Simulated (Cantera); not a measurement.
An adiabatic, constant-volume homogeneous reactor starts with CH4 : O2 : N2 = 1 : 1.11 : 4.18 (molar parts), equivalence ratio 1.8, at 1073 K and 9.87 atm. Integrator tolerance rtol = 1e-08.

Model: GRI-Mech 3.0 (53 species, 325 reactions), integrated in Cantera.

Problem. What does this change do: initial temperature 1073 to 1000 K?

Solution. 
```csv
quantity,before,after
time of steepest temperature rise,33.6 ms,0.104 s
temperature at 8.00 s,2635 K,2578 K
equilibrium temperature,2635 K,2578 K
x(CH4) at 8.00 s,2.55e-9 (gas-phase equilibrium 2.84e-9),3.51e-9 (gas-phase equilibrium 3.91e-9)
x(O2) at 8.00 s,5.85e-6 (gas-phase equilibrium 5.85e-6),3.33e-6 (gas-phase equilibrium 3.33e-6)
x(NO) at 8.00 s,0.000131 (gas-phase equilibrium 0.000131),9.02e-5 (gas-phase equilibrium 9.02e-5)
x(HCN) at 8.00 s,1.63e-6 (gas-phase equilibrium 1.63e-6),1.72e-6 (gas-phase equilibrium 1.72e-6)
x(H) at 8.00 s,0.00301 (gas-phase equilibrium 0.00301),0.00234 (gas-phase equilibrium 0.00234)
```

Problem. What does this change do: 0.48 parts CO2 added?

Solution. 
```csv
quantity,before,after
time of steepest temperature rise,33.6 ms,36.4 ms
temperature at 8.00 s,2635 K,2471 K
equilibrium temperature,2635 K,2471 K
x(CH4) at 8.00 s,2.55e-9 (gas-phase equilibrium 2.84e-9),1.35e-9 (gas-phase equilibrium 1.50e-9)
x(O2) at 8.00 s,5.85e-6 (gas-phase equilibrium 5.85e-6),4.15e-6 (gas-phase equilibrium 4.15e-6)
x(NO) at 8.00 s,0.000131 (gas-phase equilibrium 0.000131),8.11e-5 (gas-phase equilibrium 8.11e-5)
x(HCN) at 8.00 s,1.63e-6 (gas-phase equilibrium 1.63e-6),8.58e-7 (gas-phase equilibrium 8.58e-7)
x(H) at 8.00 s,0.00301 (gas-phase equilibrium 0.00301),0.00128 (gas-phase equilibrium 0.00128)
```
